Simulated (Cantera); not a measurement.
Feed: 1 mol BN, 23 mol Cl2, 15 mol H2, at 2.10 Pa.

Method: chemical equilibrium by Gibbs-energy minimisation in Cantera with the NASA 1993 tables (ideal gas, pure condensed phases). Candidate condensed phases: B, BN, NH4Cl; 21 gas species. The tables' values for BCl2, BCl are old estimates; treat these amounts as uncertain. The numbers say what is thermodynamically allowed, not how fast it happens.

log p: log10 of the partial pressure in bar; nothing condenses.

```
T (K)  log p HCl  log p Cl  log p Cl2  log p BCl3  log p N2  log p BCl2    log p H2
-----  ---------  --------  ---------  ----------  --------  ----------  ----------
748        -4.78     -8.31      -5.44       -6.26     -6.56        <-16        <-16
823        -4.78     -7.53      -5.45       -6.26     -6.56        <-16        <-16
898        -4.78     -6.87      -5.45       -6.26     -6.56        <-16  (withheld)
973        -4.79     -6.33      -5.48       -6.26     -6.56      -15.99  (withheld)
1048       -4.79     -5.89      -5.55       -6.27     -6.57      -14.73  (withheld)
1123       -4.81     -5.55      -5.71       -6.29     -6.59      -13.59  (withheld)
1198       -4.83     -5.35      -6.02       -6.31     -6.61      -12.52  (withheld)
1273       -4.84     -5.25      -6.48       -6.32     -6.62      -11.48  (withheld)
1348       -4.85     -5.22      -7.00       -6.32     -6.63      -10.50  (withheld)
1423       -4.85     -5.22      -7.49       -6.33     -6.63       -9.60  (withheld)
1498       -4.85     -5.21      -7.95       -6.33     -6.63       -8.78  (withheld)
1573       -4.85     -5.21      -8.36       -6.34     -6.63       -8.05  (withheld)
```

Problem. Fill in the missing entries.

Solution. 
- 898, log p H2: -15.76
- 973, log p H2: -14.89
- 1048, log p H2: -14.12
- 1123, log p H2: -13.36
- 1198, log p H2: -12.53
- 1273, log p H2: -11.61
- 1348, log p H2: -10.67
- 1423, log p H2: -9.79
- 1498, log p H2: -8.99
- 1573, log p H2: -8.26
